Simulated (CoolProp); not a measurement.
Sulfur dioxide at 293.15 K and 0.279 MPa is compressed adiabatically to 0.549 MPa with isentropic efficiency 0.9. Each further row changes one setting.

The numbers come from the reference Helmholtz-energy equation of state, Gao 2016 in CoolProp.

| case | work (kJ/kg) | final temperature (K) | final density (kg/m³) |
|---|---|---|---|
| as stated | 29.0 | 341.7 | 13.1 |
| efficiency 1 | 26.1 | 337.8 | 13.3 |
| efficiency 0.65 | 40.2 | 357.1 | 12.5 |
